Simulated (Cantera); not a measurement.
Input (Python, Cantera):

```python
import numpy as np
import cantera as ct

gas = ct.Solution("gri30.yaml")
gas.TPX = 773, 63000, {'CH3OH': 1, 'O2': 1.07, 'N2': 4.03}
inlet = ct.Reservoir(gas, clone=True)
gas.equilibrate("HP")  # start burning
reactor = ct.IdealGasConstPressureReactor(gas, energy="on", clone=False)
exhaust = ct.Reservoir(gas, clone=True)
tau = [0.022, 0.011, 0.0055, 0.0028, 0.0014, 0.0007, 0.00035, 0.00017, 8.8e-05, 4.4e-05, 2.2e-05, 1.1e-05][0]
for a, b in ((inlet, reactor), (reactor, exhaust)):
    ct.MassFlowController(a, b, mdot=lambda t: reactor.mass / tau)
net = ct.ReactorNet([reactor])
show = ['CH3OH', 'O2', 'CH3', 'N2O', 'CH2O', 'C2H4']

rows = []
print(f"{'tau/s':>10s}{'T/K':>9s}" + "".join(f"{s:>11s}" for s in show))
for tau in [0.022, 0.011, 0.0055, 0.0028, 0.0014, 0.0007, 0.00035, 0.00017, 8.8e-05, 4.4e-05, 2.2e-05, 1.1e-05]:
    net.initial_time = 0.0
    net.advance(30 * tau)
    before = gas.X
    net.advance(40 * tau)
    drift = np.max(np.abs(gas.X - before) / (gas.X + 1e-9))
    rows.append([gas.T, *gas[show].X, drift])
    print(f"{tau:10.3e}{gas.T:9.1f}" + "".join(f"{x:11.3e}" for x in gas[show].X))
```

Result:

```
     tau/s      T/K      CH3OH         O2        CH3        N2O       CH2O       C2H4
 2.200e-02   2277.6  2.550e-06  1.135e-03  1.771e-06  1.835e-08  2.551e-06  6.687e-11
 1.100e-02   2252.1  4.209e-06  1.662e-03  2.845e-06  1.835e-08  4.122e-06  1.496e-10
 5.500e-03   2221.1  7.027e-06  2.364e-03  4.815e-06  1.847e-08  6.717e-06  3.690e-10
 2.800e-03   2187.3  1.185e-05  3.195e-03  8.412e-06  1.869e-08  1.104e-05  9.808e-10
 1.400e-03   2152.1  2.098e-05  4.169e-03  1.548e-05  1.898e-08  1.902e-05  2.952e-09
 7.000e-04   2119.2  3.869e-05  5.287e-03  2.935e-05  1.928e-08  3.422e-05  9.773e-09
 3.500e-04   2089.4  7.479e-05  6.735e-03  5.710e-05  1.953e-08  6.479e-05  3.564e-08
 1.700e-04   2057.1  1.586e-04  9.205e-03  1.175e-04  1.969e-08  1.350e-04  1.549e-07
 8.800e-05   2013.9  3.510e-04  1.383e-02  2.369e-04  1.960e-08  2.942e-04  7.146e-07
 4.400e-05    773.0  1.639e-01  1.754e-01  2.739e-16 -1.820e-21  2.093e-16 -6.509e-19
 2.200e-05    773.0  1.639e-01  1.754e-01  1.479e-16 -6.658e-23  3.498e-16 -2.392e-20
 1.100e-05    773.0  1.639e-01  1.754e-01  7.330e-17  4.817e-26  1.579e-16 -3.464e-23
```

Cantera simulation using GRI-Mech 3.0 (53 species, 325 reactions); the numbers are that mechanism's predictions, not measurements. GRI-Mech 3.0 was tuned for natural gas; its chemistry of methanol as a main component is partial and can be far from experiment.
